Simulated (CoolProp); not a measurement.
Properties of dimethyl ether along the isotherm 298.5 K.

Values from CoolProp's reference Helmholtz-energy equation of state, Wu 2011.

```csv
p (kPa),phase,cp (kJ/(kg K)),viscosity (µPa s)
42.2,gas,1.445,9.17
86.6,gas,[?],9.19
178,gas,[?],[?]
365,gas,1.584,9.30
750,liquid,2.435,128
1540,liquid,2.426,[?]
3160,liquid,[?],130
6500,liquid,2.379,134
13300,liquid,2.332,142
```

Question: Complete the blanks.

Answer: 
- 86.6, cp (kJ/(kg K)): 1.462
- 178, cp (kJ/(kg K)): 1.498
- 178, viscosity (µPa s): 9.23
- 1540, viscosity (µPa s): 129
- 3160, cp (kJ/(kg K)): 2.409

Viscosity comes from a separate model (Meng 2012).
